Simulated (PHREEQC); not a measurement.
Consider water at 20 °C with 16 mmol/kgw CaCl2, 0.073 mmol/kgw Na2HPO4 and 0.35 mmol/kgw NaCl. Closed to the air; pH follows from the charge balance.

All values are PHREEQC results (ion-association model, phreeqc.dat), not measurements.

Problem. The ionic strength comes out as 0.0484 mol/kgw. What activity coefficients do HPO4-2, Na+, CaPO4-, Cl-, Ca+2 get?

Solution. HPO4-2 0.47, Na+ 0.83, CaPO4- 0.83, Cl- 0.82, Ca+2 0.48.

Precipitation was switched off in this run. The solution is supersaturated, for example in Hydroxyapatite, so a real one may precipitate; this is no full list.
